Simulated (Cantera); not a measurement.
Charge: 1 mol C6H6, 8.3 mol H2, 0.24 mol N2, at 0.00240 bar.

Method: chemical equilibrium by Gibbs-energy minimisation in Cantera with the NASA 1993 tables (ideal gas, pure condensed phases). Candidate condensed phases: C, C6H6, C7H8, C8H18; 92 gas species. The numbers say what is thermodynamically allowed, not how fast it happens.

x: gas mole fraction; n: condensed amount in mol.

```tsv
T (K)	x H2	x N2	x H	x CH4	x HCN	n C(graphite)
875	0.978	0.0208	1.01e-9	0.00100	7.49e-8	5.99
950	0.979	0.0208	1.12e-8	0.000385	3.19e-7	6.00
1025	0.979	0.0208	[?]	[?]	[?]	6.00
1100	0.979	0.0208	5.22e-7	8.26e-5	3.17e-6	6.00
1175	0.979	0.0208	2.48e-6	4.41e-5	8.01e-6	6.00
1250	0.979	0.0208	9.76e-6	2.53e-5	1.81e-5	6.00
1325	0.979	0.0208	3.30e-5	1.54e-5	3.72e-5	6.00
1400	0.979	0.0208	[?]	[?]	[?]	6.00
1475	0.979	0.0207	0.000262	6.68e-6	0.000126	6.00
1550	0.978	0.0207	0.000636	4.67e-6	0.000212	6.00
1625	0.978	0.0206	0.00142	3.37e-6	0.000338	6.00
1700	0.976	0.0205	0.00297	2.50e-6	0.000518	5.99
```

Some entries are withheld; supply them.


- 1025, x H: 8.80e-8
- 1025, x CH4: 0.000169
- 1025, x HCN: 1.09e-6
- 1400, x H: 9.82e-5
- 1400, x CH4: 9.94e-6
- 1400, x HCN: 7.07e-5
